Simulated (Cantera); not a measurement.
An isothermal, constant-pressure homogeneous reactor starts with 52.6 % H2, 10.5 % O2, 36.8 % N2, equivalence ratio 2.5, at 975 K and 113 Torr.

Model: the H2/O2 subset of GRI-Mech 3.0, which has no nitrogen chemistry, integrated in Cantera. The temperature is held fixed by assumption; the heat of reaction is taken as removed at once.

One state of this run: x H2 = 0.353; x O2 = 1.96e-10; x H = 0.000313; x O = 4.15e-10; x H2O = 0.235; x HO2 = <1e-12; x H2O2 = 7.63e-12. x: mole fraction; the columns are a selection and need not sum to one.

Problem. Which value of t (s) does it belong to?
A) 0.133
B) 0.000311
C) 2.00e-6
D) 0.000854

Solution. A, 0.133
